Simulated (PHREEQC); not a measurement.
0.29 g of hydrous ferric oxide (600 m²/g; 0.2 weak and 0.005 strong sites per Fe, Dzombak-Morel constants, diffuse double layer) in 1 kg of water with 0.3 mol/kgw of an inert sodium salt and 0.00072 mmol/kgw Na2SeO3, at 25 °C; the pH is set by adding NaOH or the inert anion's acid. No oxygen is let in. CO2 from the air is kept out. No solid was allowed to form.

The series has 13 steps of pH, from 4 to 12.

Equilibrium calculation in PHREEQC: ion-association model, wateq4f.dat.

Question: Near which pH is half of the Se sorbed, and on which side is more sorbed?

Answer: Near pH 9.0, with more sorbed at lower pH.

Species that the database lacks are ignored. The database's selenite sorption wasn't checked against measurements; a fall in acid may be a fault of its surface constants.
